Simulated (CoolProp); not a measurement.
Values from CoolProp's reference Helmholtz-energy equation of state, Smukala 2000.

Problem. Give the vapour pressure (MPa), liquid density (kg/m³), enthalpy of vaporisation (kJ/kg) of saturated ethylene at -133.65 °C.

Solution. 
```csv
T (°C),p (MPa),liquid density (kg/m³),enthalpy of vaporisation (kJ/kg)
-133.65,0.0113,609,523
```
